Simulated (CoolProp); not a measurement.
1,2-dichloroethane along the isobar 1.01 bar: Z from the reference equation and from simpler models built on Tc = 288.4 °C, pc = 52.26 bar, ω = 0.269; each cubic takes its own stable root.

Computed with CoolProp (reference Helmholtz-energy equation of state, Thol 2015).

```tsv
T (°C)	phase	reference
-27.75	liquid	0.003713
-13.75	liquid	0.003564
0.25	liquid	0.003433
14.25	liquid	0.003317
28.15	liquid	0.003215
42.15	liquid	0.003124
56.15	liquid	0.003043
70.15	liquid	0.002973
84.15	gas	0.9706
98.15	gas	0.9741
112.15	gas	0.9770
126.15	gas	0.9795
140.15	gas	0.9817
154.15	gas	0.9835
168.15	gas	0.9852
182.15	gas	0.9866
```

**Question.** How far does each simpler model (Redlich-Kwong, Soave-Redlich-Kwong) lie from the reference over these 16 states: mean and median of the absolute difference, and the worst?

**Answer.** 
- Redlich-Kwong: mean 2049.1 %, median 9.2 %, worst +32658.2 % at 70.15 °C and 1.01 bar
- Soave-Redlich-Kwong: mean 7.6 %, median 7.4 %, worst +16.1 % at -27.75 °C and 1.01 bar

At some of these states Redlich-Kwong gives the other phase, because its saturation line lies elsewhere.
